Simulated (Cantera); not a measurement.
An isothermal, constant-pressure homogeneous reactor starts with 16.7 % C2H4, 83.3 % H2, at 1900 K and 760 Torr.

Model: GRI-Mech 3.0 (53 species, 325 reactions), integrated in Cantera. GRI-Mech 3.0 was tuned for natural gas; its chemistry of ethylene as a main component is partial and can be far from experiment. GRI-Mech 3.0 stops at C3 and has no aromatics, soot or wall deposition, so with more carbon than oxygen in the feed, carbon stays in small species such as C2H2 where larger ones or solid carbon would form.

One state of this run: x C2H4 = 0.00144; x H2 = 0.851; x C2H = 1.56e-6; x C2H6 = 9.78e-7; x CH2 = 1.52e-7; x H = 0.000732; x CH4 = 0.00846. x: mole fraction; the columns are a selection and need not sum to one.

Question: Which value of t (s) does it belong to?
(A) 0.0167
(B) 0.00353
(C) 8.44
(D) 0.000745

Answer: C, 8.44
